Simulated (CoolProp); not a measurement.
Vapour-liquid equilibrium of R143a (1) + R236FA (2) at -0.95 °C; x and y are mole fractions of (1).

Computed with CoolProp (multi-fluid Helmholtz-energy mixture model, Lemmon and Jacobsen 2000 and Pan 2012; pair parameters Bell 2016).

| x | bubble pressure (bar) | y at the bubble point | dew pressure at overall composition x (bar) | liquid density (mol/L) |
|---|---|---|---|---|
| 0.05 | 1.237 | 0.197 | ? | 9.622 |
| 0.125 | 1.551 | 0.401 | 1.156 | 9.808 |
| 0.2 | ? | 0.541 | 1.242 | 9.999 |
| 0.275 | 2.216 | 0.643 | 1.341 | 10.19 |
| 0.35 | 2.567 | 0.720 | 1.459 | 10.39 |
| 0.425 | 2.929 | 0.780 | 1.598 | 10.60 |
| 0.5 | 3.302 | 0.828 | 1.768 | 10.80 |
| 0.575 | 3.684 | 0.867 | 1.978 | ? |
| 0.65 | 4.076 | ? | 2.244 | 11.22 |
| 0.725 | 4.477 | 0.927 | 2.594 | 11.44 |
| 0.8 | 4.886 | 0.951 | ? | 11.65 |
| 0.875 | ? | 0.971 | 3.769 | 11.87 |
| 0.95 | 5.727 | 0.989 | ? | ? |

**Question.** What belongs in the gaps?

**Answer.** 
- 0.05, dew pressure at overall composition x (bar): 1.081
- 0.2, bubble pressure (bar): 1.877
- 0.575, liquid density (mol/L): 11.01
- 0.65, y at the bubble point: 0.900
- 0.8, dew pressure at overall composition x (bar): 3.073
- 0.875, bubble pressure (bar): 5.303
- 0.95, dew pressure at overall composition x (bar): 4.868
- 0.95, liquid density (mol/L): 12.09

No azeotrope shows between x = 0.05 and 0.95.

The pair parameters rest on a limited set of measurements; away from them the model extrapolates.
